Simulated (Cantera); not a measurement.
A closed system holds: 1 mol SiO2, 0.42 mol MgCl2, 6.1 mol O2, at 1 atm.

These are equilibrium values from Cantera (NASA tables, ideal gas, pure condensed phases), not measurements of a reactor. Candidate condensed phases: Mg, MgCl2, MgO, MgSiO3, Mg2SiO4, Si, SiO2; 20 gas species. Mutual solubility and eutectic melting of coexisting phases are not modelled. The tables hold silica as quartz up to 1696 K and as liquid above; real silica turns to tridymite and cristobalite and melts near 1996 K. Condensed phases not in the tables: alloys, solid solutions and most ternary compounds. Rates play no part. All values below are at 1700 K.

Base state: O2 0.915, Cl2 0.0404, Cl 0.0384, MgCl2 0.00516, ClO 0.000724, O 4.25e-5 (mole fractions); condensed: MgSiO3(s) + SiO2(condensed).

**Question.** What changes in the equilibrium state with this change: pressure from 1 atm to 7.50 Torr?

**Answer.** 
| species | before | after |
|---|---|---|
| O2 | 0.915 | 0.882 |
| Cl | 0.0384 | 0.110 |
| MgCl2 | 0.00516 | 0.00431 |
| Cl2 | 0.0404 | 0.00328 |
| O | 4.25e-5 | 0.000420 |
| ClO | 0.000724 | 0.000203 |
| MgSiO3(s), mol | 0.387 | 0.391 |
| SiO2(condensed), mol | 0.613 | 0.609 |
